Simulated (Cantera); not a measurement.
# Carbothermic reduction: Ta2O5 + C + H2

Input: 1 mol Ta2O5, 0.39 mol C, 4.4 mol H2, equilibrated at 71.0 Pa.

Cantera equilibrium calculation (NASA polynomials, part measured and part estimated; ideal gas, pure solids and liquids). Candidate condensed phases: C, C6H6, C7H8, C8H18, H2O, Ta, TaC, Ta2O5; 113 gas species. Mutual solubility and eutectic melting of coexisting phases are not modelled. Condensed phases not in the tables: Ta2C, N, O or C dissolved in the metal. Rates play no part.

```
T (°C)  log p H2  log p H  log p TaO2  log p CO  log p H2O  log p O  log p TaO  log p OH  n Ta(s)  n Ta2O5(s)  n Ta2O5(l)
------  --------  -------  ----------  --------  ---------  -------  ---------  --------  -------  ----------  ----------
1777       -3.23    -4.26       -5.61     -4.26      -5.87    -9.04      -6.33     -7.86    0.154       0.912           0
1852       -3.25    -4.07       -5.13     -4.27      -5.79    -8.47      -5.83     -7.51    0.144           0       0.896
1927       -3.30    -3.90       -4.69     -4.30      -5.73    -7.95      -5.37     -7.19    0.111           0       0.850
2002       -3.37    -3.76       -4.28     -4.34      -5.72    -7.46      -4.95     -6.91   0.0162           0       0.721
2077       -3.46    -3.63       -4.12     -4.38      -5.29    -6.57      -5.19     -6.23        0           0       0.613
2152       -3.58    -3.54       -3.99     -4.43      -4.88    -5.69      -5.50     -5.56        0           0       0.451
2227       -3.78    -3.49       -3.84     -4.51      -4.66    -4.94      -5.67     -5.05        0           0      0.0824
2302       -3.94    -3.43       -3.84     -4.55      -4.86    -4.68      -5.54     -5.00        0           0           0
```
log p: log10 of the partial pressure in bar; n: condensed amount in mol.

At 1777 °C the condensed part is Ta(s) + Ta2O5(s). From 1852 °C to 2002 °C the condensed part is Ta(s) + Ta2O5(l). From 2077 °C to 2227 °C the condensed part is Ta2O5(l). At 2302 °C nothing is condensed. The main Ta-bearing gas is TaO2 throughout. The share of Ta in condensed phases is highest at 1777 °C (99.0 %) and lowest at 2302 °C (0.0 %).
